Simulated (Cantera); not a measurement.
A closed system holds: 1 mol Si, 14 mol HCl, 1.7 mol NF₃, at 1.80 Pa.

Method: chemical equilibrium by Gibbs-energy minimisation in Cantera with the NASA 1993 tables (ideal gas, pure condensed phases). Candidate condensed phases: NH₄Cl, Si, Si₃N₄; 49 gas species. The numbers say what is thermodynamically allowed, not how fast it happens. All values below are at 1200 K.

Base state: HCl 0.763, HF 0.0651, Cl 0.0594, SiF₄ 0.0592, N₂ 0.0503, Cl₂ 0.00284 (mole fractions); condensed: gas only.

### Question
What changes in the equilibrium state with this change: pressure from 1.80 Pa to 16000 Pa?

### Answer
```
species   before    after
-------  -------  -------
HCl        0.763    0.786
HF        0.0651   0.0670
SiF₄      0.0592   0.0609
Cl        0.0594  0.00213
Cl₂      0.00284   0.0324
N₂        0.0503   0.0518
```
